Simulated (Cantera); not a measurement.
Feed: 1 mol HgO, 0.027 mol O₂, 0.19 mol H₂, held at 1.40 bar.

Equilibrium computed with Cantera from the NASA thermochemical tables; the gas is ideal and each condensed phase is pure. Candidate condensed phases: H₂O, Hg, HgO; 10 gas species. The numbers say what is thermodynamically allowed, not how fast it happens.

Task: Which condensed phases are stable at each of these points (T (K)): 575, 650, 725, 800, 875, 950, 1025, 1100, 1175, 1250?

Result: 
```
T (K)  condensed phases  Hg condensed (%)
-----  ----------------  ----------------
575      Hg(l) + HgO(s)              93.9
650              HgO(s)              86.3
725              HgO(s)              40.4
800            gas only               0.0
875            gas only               0.0
950            gas only               0.0
1025           gas only               0.0
1100           gas only               0.0
1175           gas only               0.0
1250           gas only               0.0
```

At 575 K the condensed part is Hg(l) + HgO(s). From 650 K to 725 K the condensed part is HgO(s). From 800 K to 1250 K nothing is condensed.
